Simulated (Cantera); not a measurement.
Charge: 1 mol CH₃SiH₃, 0.021 mol C₂H₄, 61 mol H₂, at 10000 Pa.

Equilibrium computed with Cantera from the NASA thermochemical tables; the gas is ideal and each condensed phase is pure. Candidate condensed phases: C, C₆H₆, C₇H₈, C₈H₁₈, Si, SiC; 87 gas species. The feed counts by its element totals alone. Kinetics and transport are ignored. All values below are at 1375 °C.

Base state: H₂ 1.000, H 0.000282, CH₄ 0.000134, C₂H₂ (acetylene) 4.47e-5 (mole fractions); condensed: C(graphite) + SiC(s).

**Question.** What changes in the equilibrium state with this change: pressure from 10000 Pa to 100000 Pa?

**Answer.** 
| species | before | after |
|---|---|---|
| H₂ | 1.000 | 0.999 |
| CH₄ | 0.000134 | 0.000634 |
| H | 0.000282 | 8.90e-5 |
| C₂H₂ (acetylene) | 4.47e-5 | 1.00e-5 |
| C(graphite), mol | 0.0276 | 0 |
| SiC(s), mol | 1.000 | 1.000 |
